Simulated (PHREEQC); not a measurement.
1 kg of water holding 0.62 mol KCl, 0.00048 mol CaSO4 and 0.38 mol NaBr is evaporated at 25 °C; the solids stay in contact with the brine. The system is closed to CO2. Only these solids could form: Arcanite, Glaserite, Glauberite, Gypsum, Anhydrite, Halite, Mirabilite, Misenite, Portlandite, Sylvite, Syngenite, Thenardite.

The series has 13 steps of water left (kg), from 1 to 0.09502.

Model: Pitzer model, pitzer.dat, run in PHREEQC.

Problem. Which solids form, in which order, and at which step of the series does each first stand?

Solution. Sylvite from water left = 0.1407 kg.
